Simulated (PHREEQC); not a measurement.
Solution (25 °C): 0.037 mol/kgw NiSO4, 0.0011 mol/kgw ZnCl2, 0.0021 mol/kgw NaHCO3, 0.006 mol/kgw NaCl and 0.033 mol/kgw HNO3. Closed to the air; pH follows from the charge balance.

The numbers come from PHREEQC with the ion-association model, wateq4f.dat.

* **pH**: 1.79
* **ionic strength**: 0.127 mol/kgw
* **total alkalinity**: -30.9 meq/kg

```csv
species,molality,activity,log γ
NO3-,0.0330,0.0242,-0.135
Ni+2,0.0272,0.00946,-0.459
H+,0.0198,0.0162,-0.089
SO4-2,0.0156,0.00537,-0.464
HSO4-,0.0111,0.00844,-0.119
NiSO4,0.00962,0.00991,0.013
Cl-,0.00800,0.00597,-0.127
Na+,0.00789,0.00606,-0.114
CO2,0.00210,0.00216,0.013
```

Precipitation was switched off in this run.
